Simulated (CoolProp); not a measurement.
A simple Rankine cycle with R1336mzz(E): condensing at 295.15 K, boiler at 1.44 MPa, turbine inlet 373.4 K, turbine efficiency 0.75, pump efficiency 0.8, no recuperator. Each further row changes one setting.

The numbers come from the reference Helmholtz-energy equation of state, Akasaka 2023 in CoolProp.

```json
[
 {"case": "as stated", "thermal efficiency (%)": "11.4", "net work (kJ/kg)": "21.9", "heat in (kJ/kg)": "192", "turbine exit temperature (K)": "323.4", "volume ratio over the turbine": "10.0"},
 {"case": "turbine inlet 393.4 K", "thermal efficiency (%)": "11.4", "net work (kJ/kg)": "24.5", "heat in (kJ/kg)": "215", "turbine exit temperature (K)": "346.2", "volume ratio over the turbine": "9.24"},
 {"case": "condensing temperature 287.15 K", "thermal efficiency (%)": "12.5", "net work (kJ/kg)": "25.3", "heat in (kJ/kg)": "202", "turbine exit temperature (K)": "318.6", "volume ratio over the turbine": "13.5"},
 {"case": "boiler pressure 1.01 MPa", "thermal efficiency (%)": "9.9", "net work (kJ/kg)": "20.0", "heat in (kJ/kg)": "202", "turbine exit temperature (K)": "336.3", "volume ratio over the turbine": "6.26"},
 {"case": "turbine efficiency 0.65", "thermal efficiency (%)": "9.8", "net work (kJ/kg)": "18.9", "heat in (kJ/kg)": "192", "turbine exit temperature (K)": "327.0", "volume ratio over the turbine": "10.2"}
]
```
